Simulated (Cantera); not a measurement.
A Cantera script and its output.

```python
import numpy as np
import cantera as ct

gas = ct.Solution("gri30.yaml")
gas.TPX = 1673, 13332, {'CH4': 1, 'N2': 54}
reactor = ct.IdealGasConstPressureReactor(gas, energy="off", clone=False)
net = ct.ReactorNet([reactor])
net.rtol, net.atol = 1e-08, 1e-18
show = ['CH4', 'C2H', 'C2H6', 'HCN', 'CH3', 'CH2']
times = np.geomspace(3e-06, 100, 9)

steps = ct.SolutionArray(gas, extra=["t"])
rows = []
print(f"{'t/s':>10s}{'T/K':>9s}{'P/Pa':>11s}" + "".join(f"{s:>11s}" for s in show))
for t in times:
    while net.time < t:
        t_next = net.step()
        steps.append(gas.state, t=t_next)
    rows.append([np.interp(t, steps.t, y) for y in (steps.T, steps.P, *steps(*show).X.T)])
    print(f"{t:10.3e}{rows[-1][0]:9.1f}{rows[-1][1]:11.4g}" + "".join(f"{x:11.3e}" for x in rows[-1][2:]))
rate = np.gradient(steps.T, steps.t)
print("integrator steps:", len(steps.t))
if steps.T.max() > steps.T[0] + 200:
    print(f"time of steepest temperature rise: {steps.t[rate.argmax()]:.4e} s")
gas.TPX = 1673, 13332, {'CH4': 1, 'N2': 54}
gas.equilibrate("TP")
print(f"equilibrium (TP): T = {gas.T:.1f} K  " + "  ".join(f"{s} {gas[s].X[0]:.3e}" for s in show))
```

It prints:

```
       t/s      T/K       P/Pa        CH4        C2H       C2H6        HCN        CH3        CH2
 3.000e-06   1673.0  1.333e+04  1.818e-02  6.195e-29  9.922e-16  2.140e-18  5.394e-08  5.347e-15
 2.615e-05   1673.0  1.333e+04  1.818e-02  2.628e-23  1.193e-12  3.627e-16  6.635e-07  2.519e-12
 2.280e-04   1673.0  1.333e+04  1.817e-02  5.589e-18  1.207e-09  4.323e-14  7.206e-06  2.268e-10
 1.987e-03   1673.0  1.333e+04  1.811e-02  3.541e-13  4.088e-07  8.152e-12  6.349e-05  1.112e-08
 1.732e-02   1673.0  1.333e+04  1.631e-02  2.725e-09  2.223e-05  1.236e-08  3.936e-04  3.394e-07
 1.510e-01   1673.0  1.333e+04  4.710e-03  4.969e-08  2.675e-06  1.213e-06  1.438e-04  1.959e-07
 1.316e+00   1673.0  1.333e+04  4.571e-04  7.840e-08  3.451e-08  5.436e-06  1.703e-05  3.102e-08
 1.147e+01   1673.0  1.333e+04  4.305e-05  8.344e-08  3.323e-10  1.036e-05  1.672e-06  3.214e-09
 1.000e+02   1673.0  1.333e+04  8.127e-06  8.378e-08  1.602e-11  1.639e-05  3.166e-07  6.109e-10
integrator steps: 1511
equilibrium (TP): T = 1673.0 K  CH4 2.713e-06  C2H 7.991e-09  C2H6 1.717e-12  HCN 1.615e-02  CH3 1.057e-07  CH2 2.041e-10
```

Computed with Cantera and GRI-Mech 3.0 (53 species, 325 reactions). GRI-Mech 3.0 stops at C3 and has no aromatics, soot or wall deposition, so with more carbon than oxygen in the feed, carbon stays in small species such as C2H2 where larger ones or solid carbon would form.
